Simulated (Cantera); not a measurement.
## Adiabatic ignition

An adiabatic, constant-pressure homogeneous reactor starts with 4.11 % CH₄, 0.288 % C₂H₆, 0.391 % C₃H₈, 20.0 % O₂, 75.2 % N₂, equivalence ratio 0.56, at 1325 K and 10.0 bar.

Detailed kinetics in Cantera: GRI-Mech 3.0 (53 species, 325 reactions).

| t (s) | T (K) | x CH₄ | x C₂H₆ | x C₃H₈ | x CO | x CH₂CO |
|---|---|---|---|---|---|---|
| 3.00e-6 | 1325 | 0.0411 | 0.00288 | 0.00390 | 2.28e-10 | 1.10e-11 |
| 8.23e-6 | 1325 | 0.0411 | 0.00288 | 0.00390 | 5.30e-9 | 2.60e-10 |
| 2.26e-5 | 1325 | 0.0411 | 0.00287 | 0.00388 | 2.35e-7 | 1.05e-8 |
| 6.20e-5 | 1326 | 0.0409 | 0.00285 | 0.00376 | 1.32e-5 | 6.00e-7 |
| 0.000170 | 1343 | 0.0388 | 0.00263 | 0.00290 | 0.000663 | 3.64e-5 |
| 0.000468 | 2438 | <1e-12 | <1e-12 | <1e-12 | 0.00161 | <1e-12 |
| 0.00128 | 2435 | <1e-12 | <1e-12 | <1e-12 | 0.00159 | <1e-12 |
| 0.00352 | 2430 | <1e-12 | <1e-12 | <1e-12 | 0.00156 | <1e-12 |
| 0.00967 | 2422 | <1e-12 | <1e-12 | <1e-12 | 0.00151 | <1e-12 |
| 0.0265 | 2416 | <1e-12 | <1e-12 | <1e-12 | 0.00147 | <1e-12 |
| 0.0729 | 2416 | <1e-12 | <1e-12 | <1e-12 | 0.00147 | <1e-12 |
| 0.200 | 2416 | <1e-12 | <1e-12 | <1e-12 | 0.00147 | <1e-12 |
x: mole fraction; the columns are a selection and need not sum to one.

```
Quantity                                                          Result
---------------------------------  -------------------------------------
time of steepest temperature rise                               0.244 ms
temperature at 0.200 s                                            2416 K
equilibrium temperature                                           2416 K
x(CH₄) at 0.200 s                  <1e-12 (gas-phase equilibrium <1e-12)
x(C₂H₆) at 0.200 s                 <1e-12 (gas-phase equilibrium <1e-12)
x(C₃H₈) at 0.200 s                 <1e-12 (gas-phase equilibrium <1e-12)
```
